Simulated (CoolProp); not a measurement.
n-dodecane along the isotherm 415.7 K: fugacity coefficient from the reference equation and from simpler models built on Tc = 658.1 K, pc = 1.818 MPa, ω = 0.574; each cubic takes its own stable root.

Computed with CoolProp (reference Helmholtz-energy equation of state, Lemmon 2004). It is a short technical equation, of lower accuracy than the large ones.

```
p (MPa)   phase  reference  van der Waals  Redlich-Kwong  Soave-Redlich-Kwong  Peng-Robinson
-------  ------  ---------  -------------  -------------  -------------------  -------------
0.00862     gas     0.9892         0.9959         0.9943               0.9924         0.9922
0.0134   liquid     0.8629         0.9937         0.9911               0.8561         0.8977
0.0209   liquid     0.5536         0.9901         0.9861               0.5493         0.5759
0.0325   liquid     0.3563         0.9846         0.9784               0.3536         0.3707
0.0507   liquid     0.2287         0.9760         0.9663               0.2270         0.2380
0.0789   liquid     0.1473         0.9627         0.7618               0.1463         0.1533
0.123    liquid    0.09478         0.9419         0.4908              0.09421        0.09867
0.191    liquid    0.06135         0.9096         0.3182              0.06105        0.06389
0.298    liquid    0.03964         0.6458         0.2061              0.03951        0.04131
0.464    liquid    0.02578         0.4248         0.1345              0.02576        0.02689
0.722    liquid    0.01689         0.2833        0.08868              0.01695        0.01765
1.12     liquid    0.01122         0.1933        0.05944              0.01133        0.01175
1.75     liquid   0.007525         0.1353        0.04045             0.007680       0.007911
2.73     liquid   0.005190        0.09950        0.02851             0.005381       0.005488
```

At some of these states van der Waals, Redlich-Kwong gives the other phase, because its saturation line lies elsewhere.
